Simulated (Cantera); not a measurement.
# Stirred combustor or abatement burner

A perfectly stirred reactor is fed with 8.42 % CH₄, 2.86 % CO, 18.6 % O₂, 70.1 % N₂, equivalence ratio 0.98, at 9.87 atm; it is adiabatic with a 498 K inlet, and is followed from long to short residence time, starting on the burning branch (τ in s: 0.042, 0.022, 0.011, 0.006, 0.0031, 0.0016, 0.00086, 0.00045, 0.00023, 0.00012, 6.4e-05).

Computed with Cantera and GRI-Mech 3.0 (53 species, 325 reactions).

```csv
τ (s),T (K),x CH₄,x CO,x O₂,x N₂O,x H₂O,x O
0.042,2384,1.10e-6,0.00832,0.00667,5.28e-7,0.166,0.000213
0.022,2383,2.05e-6,0.00846,0.00692,5.41e-7,0.166,0.000221
0.011,2381,3.92e-6,0.00874,0.00730,5.58e-7,0.166,0.000236
0.0060,2378,6.82e-6,0.00920,0.00774,5.77e-7,0.165,0.000256
0.0031,2370,1.22e-5,0.0100,0.00839,6.05e-7,0.165,0.000289
0.0016,2358,2.12e-5,0.0113,0.00928,6.42e-7,0.164,0.000342
0.00086,2341,3.48e-5,0.0130,0.0104,6.82e-7,0.163,0.000418
0.00045,2317,5.74e-5,0.0154,0.0119,7.23e-7,0.162,0.000533
0.00023,2284,9.57e-5,0.0185,0.0139,7.53e-7,0.160,0.000702
0.00012,2245,0.000159,0.0221,0.0163,7.63e-7,0.158,0.000917
6.4e-5,2199,0.000267,0.0265,0.0192,7.51e-7,0.156,0.00116
```
x: mole fraction; the columns are a selection and need not sum to one.
